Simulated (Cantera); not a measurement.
A freely propagating, adiabatic, planar premixed flame of CH4 : O2 : N2 : CO2 = 1 : 2.63 : 9.89 : 1.2 (molar parts), unburnt at 425 K and 13300 Pa; mixture-averaged transport, grid criteria slope 0.08 and curve 0.16, no radiation.

Detailed kinetics in Cantera: GRI-Mech 3.0 (53 species, 325 reactions). Burning velocities carry a grid error of a few per cent, more on coarse grids.

Q: What does this change do: N2 9.89 to 7.6 parts?

A: 
```csv
quantity,before,after
laminar burning velocity,52.5 cm/s,74.8 cm/s
thermal thickness,3.25 mm,2.55 mm
peak x(CH2CO),2.37e-5,3.52e-5
peak x(CH2),1.24e-5,2.10e-5
peak x(C2H),<1e-8,1.14e-8
```

Q: What does this change do: inlet temperature 425 to 698 K?

A: 
```json
[
 {"quantity": "laminar burning velocity", "before": "52.5 cm/s", "after": "151 cm/s"},
 {"quantity": "thermal thickness", "before": "3.25 mm", "after": "2.55 mm"},
 {"quantity": "peak x(CH2CO)", "before": "2.37e-5", "after": "4.57e-5"},
 {"quantity": "peak x(CH2)", "before": "1.24e-5", "after": "2.40e-5"},
 {"quantity": "peak x(C2H)", "before": "<1e-8", "after": "2.02e-8"}
]
```
